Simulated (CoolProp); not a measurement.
Model: reference Helmholtz-energy equation of state, Akasaka 2020, in CoolProp.

For R1123, give the phase and the density (kg/m³), cp (kJ/(kg K)), cv (kJ/(kg K)), Joule-Thomson coefficient (K/MPa) at 309.4 K and 5.62 MPa.


- 309.4 K and 5.62 MPa: liquid; density 978, cp 1.70, cv 0.883, Joule-Thomson coefficient 0.550
